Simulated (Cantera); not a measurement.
A freely propagating, adiabatic, planar premixed flame of C₃H₈ : O₂ : N₂ = 1 : 4.17 : 15.7 (molar parts), unburnt at 700 K and 1.00 atm; mixture-averaged transport, grid criteria slope 0.08 and curve 0.16, no radiation.

Cantera simulation using GRI-Mech 3.0 (53 species, 325 reactions); the numbers are that mechanism's predictions, not measurements. GRI-Mech 3.0 was tuned for natural gas; its chemistry of propane as a main component is partial and can be far from experiment. Burning velocities carry a grid error of a few per cent, more on coarse grids.

**Question.** How do the results move with these cheaper or finer settings: unity-Lewis-number transport; multicomponent transport; multicomponent+Soret transport; grid criteria slope 0.5, curve 1; grid criteria slope 0.25, curve 0.5; grid criteria slope 0.03, curve 0.06?

**Answer.** 
| setting | laminar burning velocity | thermal thickness | peak x(OH) | peak x(CH₃) | grid points |
|---|---|---|---|---|---|
| as above | 208 cm/s | 0.241 mm | 0.0103 | 0.00441 | 143 |
| unity-Lewis-number transport | 133 cm/s | 0.301 mm | 0.0106 | 0.00308 | 139 |
| multicomponent transport | 208 cm/s | 0.244 mm | 0.0103 | 0.00441 | 143 |
| multicomponent+Soret transport | 205 cm/s | 0.243 mm | 0.0103 | 0.00436 | 143 |
| grid criteria slope 0.5, curve 1 | 223 cm/s | 0.272 mm | 0.0105 | 0.00425 | 44 |
| grid criteria slope 0.25, curve 0.5 | 218 cm/s | 0.252 mm | 0.0104 | 0.00440 | 64 |
| grid criteria slope 0.03, curve 0.06 | 206 cm/s | 0.238 mm | 0.0103 | 0.00441 | 347 |
The base run took about 7 core-seconds (a rough figure).
Unity Lewis numbers drop preferential diffusion, which matters most where H2 and H carry the flame; Soret adds thermal diffusion.
